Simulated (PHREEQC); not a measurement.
Dissolve 0.00023 mol/kgw H2S and 0.0013 mol/kgw FeCl2 at 15 °C and 100 atm. Closed to the air; pH follows from the charge balance.

The numbers come from PHREEQC with the ion-association model, phreeqc.dat.

Each row changes one thing in this solution. Precipitation was switched off in this run.

```tsv
case	pH	ionic strength (mol/kgw)	H2S (mol/kgw)	HS- (mol/kgw)
as made	5.02	0.00389	0.000220	2.17e-6
temperature from 15 to 45 °C	4.80	0.00389	0.000213	2.89e-6
H2S from 0.00023 to 0.000345 mol/kgw	…	0.00389	0.000332	2.52e-6
FeCl2 from 0.0013 to 0.00026 mol/kgw	…	0.000781	0.000223	3.05e-6
temperature from 15 to 55 °C	…	0.00389	0.000211	3.07e-6
FeCl2 left out	5.35	4.47e-6	0.000226	4.47e-6
FeCl2 replaced by LiCl at the same molality	5.35	0.00130	0.000225	4.64e-6
```

Q: What belongs in the gaps?

A: 
- H2S from 0.00023 to 0.000345 mol/kgw, pH: 4.91
- FeCl2 from 0.0013 to 0.00026 mol/kgw, pH: 5.17
- temperature from 15 to 55 °C, pH: 4.76

Under pressure, the constants of complexes without a molar volume in the database are unreliable. Constants without temperature data keep their 25 °C values here.
